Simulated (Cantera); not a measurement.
Feed: 1 mol BN, 250 mol H₂, 54 mol N₂, 15 mol O₂, held at 925 °C and 43000 Pa.

These are equilibrium values from Cantera (NASA tables, ideal gas, pure condensed phases), not measurements of a reactor. Candidate condensed phases: B, BN, B₂O₃, B₃O₃H₃, H₂O; 39 gas species. Gases not in the tables: H₃BO₃. The numbers say what is thermodynamically allowed, not how fast it happens.

Base state: H₂ 0.727, N₂ 0.179, H₂O 0.0931, HBO₂ 0.000376, (HBO₂)₃ 0.000219, NH₃ 2.18e-5 (mole fractions); condensed: B₂O₃(l).

Question: What changes in the equilibrium state with this change: temperature from 925 °C to 1850 °C?

Answer: 
| species | before | after |
|---|---|---|
| H₂ | 0.727 | 0.722 |
| N₂ | 0.179 | 0.178 |
| H₂O | 0.0931 | 0.0917 |
| H | 2.47e-7 | 0.00465 |
| HBO₂ | 0.000376 | 0.00303 |
| (HBO₂)₃ | 0.000219 | <1e-9 |
| OH | <1e-9 | 7.31e-5 |
| BO | <1e-9 | 1.66e-5 |
| B₂O₃(l), mol | 0.343 | 0 |
